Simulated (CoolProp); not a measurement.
Saturation properties of R1233zd(E) (Tc = 438.9 K, pc = 3583 kPa, ω = 0.304).

Values from CoolProp's reference Helmholtz-energy equation of state, Akasaka 2022.

```
T (K)  p (kPa)  vapour density (kg/m³)  enthalpy of vaporisation (kJ/kg)
-----  -------  ----------------------  --------------------------------
273.3        …                   2.874                                 …
283.5    74.88                   4.288                             198.0
293.7        …                   6.200                             193.1
304      159.8                   8.755                             187.9
314.2    223.4                       …                             182.5
324.4    304.9                   16.23                             176.8
334.7    408.6                   21.58                             170.7
344.9    535.6                   28.21                             164.1
355.1    690.5                       …                             157.0
365.4    878.8                   46.80                             149.2
375.6     1101                   59.56                             140.6
385.8     1363                   75.56                             131.1
396.1        …                   96.15                             120.1
```

Question: What belongs in the gaps?

Answer: 
- 273.3, p (kPa): 48.83
- 273.3, enthalpy of vaporisation (kJ/kg): 202.8
- 293.7, p (kPa): 110.9
- 314.2, vapour density (kg/m³): 12.04
- 355.1, vapour density (kg/m³): 36.45
- 396.1, p (kPa): 1672

It boils at 291.3 K under 1 atm.
